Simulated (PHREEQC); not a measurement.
Solution (20 °C): 0.0048 mol MgSO4 and 0.0085 mol FeCl2 per kg of water. Closed to the air; pH follows from the charge balance.

Computed with PHREEQC (ion-association model, phreeqc.dat).

```yaml
pH: 6.06
ionic_strength: 0.0379 mol/kgw
specific_conductance: 2220 µS/cm
```

| species | molality | activity | log γ |
|---|---|---|---|
| Cl- | 0.0169 | 0.0141 | -0.079 |
| Fe+2 | 0.00743 | 0.00386 | -0.285 |
| Mg+2 | 0.00411 | 0.00214 | -0.284 |
| SO4-2 | 0.00314 | 0.00157 | -0.300 |
| FeSO4 | 0.000975 | 0.000984 | 0.004 |
| MgSO4 | 0.000686 | 0.000692 | 0.004 |
| FeCl+ | 8.95e-5 | 7.50e-5 | -0.077 |
| FeOH+ | 1.14e-6 | 9.59e-7 | -0.075 |
| H+ | 1.00e-6 | 8.70e-7 | -0.063 |
| HSO4- | 1.43e-7 | 1.20e-7 | -0.077 |
| OH- | 9.46e-9 | 7.86e-9 | -0.080 |
| FeHSO4+ | 6.62e-9 | 5.55e-9 | -0.077 |
| MgOH+ | 6.62e-9 | 5.64e-9 | -0.070 |

Precipitation was switched off in this run.
